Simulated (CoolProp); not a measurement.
Vapour-liquid equilibrium of CH2F2 (R32) (1) + methanol (2) at 1.05 bar; x and y are mole fractions of (1).

The numbers come from the multi-fluid Helmholtz-energy mixture model, Tillner-Roth 1997 and de Reuck 1993; pair parameters Bell 2016 in CoolProp.

Q: Give the bubble temperature and the first vapour's composition at x = 0.2, 0.65, 0.8. Is there an azeotrope?

A: x = 0.2: -40.6 °C, y = 0.998; x = 0.65: -47.6 °C, y = 0.999; x = 0.8: -48.2 °C, y = 0.999. No azeotrope shows between x = 0.05 and 0.95.

The pair parameters rest on a limited set of measurements; away from them the model extrapolates. With so large a gap from Raoult's law the liquid may split in two, which this calculation doesn't test in full.
